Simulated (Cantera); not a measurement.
A perfectly stirred reactor is fed with CO : O2 : H2O : N2 = 0.0051 : 0.0067 : 0.034 : 1 (molar parts), equivalence ratio 0.38, at 7500 Torr; it is held at 1300 K, and followed from long to short residence time.

Detailed kinetics in Cantera: GRI-Mech 3.0 (53 species, 325 reactions).

**Question.** Predict: x(CO) at τ = 11.0 s; x(O2) at τ = 11.0 s; x(H2O) at τ = 11.0 s; x(H2) at τ = 11.0 s; x(H) at τ = 11.0 s; x(CO) at τ = 22.0 ms; x(O2) at τ = 22.0 ms; x(H2O) at τ = 22.0 ms; x(H2) at τ = 22.0 ms; x(H) at τ = 22.0 ms.

**Answer.** 
- x(CO) at τ = 11.0 s = 6.50e-6
- x(O2) at τ = 11.0 s = 0.00398
- x(H2O) at τ = 11.0 s = 0.0326
- x(H2) at τ = 11.0 s = 3.98e-7
- x(H) at τ = 11.0 s = 2.27e-9
- x(CO) at τ = 22.0 ms = 0.000943
- x(O2) at τ = 22.0 ms = 0.00446
- x(H2O) at τ = 22.0 ms = 0.0325
- x(H2) at τ = 22.0 ms = 3.79e-5
- x(H) at τ = 22.0 ms = 5.61e-7
